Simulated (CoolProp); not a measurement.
Vapour-liquid equilibrium of ethane (1) + n-pentane (2) at 0.0454 MPa; x and y are mole fractions of (1).

Computed with CoolProp (multi-fluid Helmholtz-energy mixture model, Bücker 2006 and Thol 2019; pair parameters Kunz 2012).

Task: Give the bubble temperature and the first vapour's composition at x = 0.05, 0.5, 0.8. Is there an azeotrope?

Result: x = 0.05: 234.1 K, y = 0.938; x = 0.5: 180.6 K, y = 1.000; x = 0.8: 174.2 K, y = 1.000. No azeotrope shows between x = 0.05 and 0.95.

The pair parameters rest on a limited set of measurements; away from them the model extrapolates.
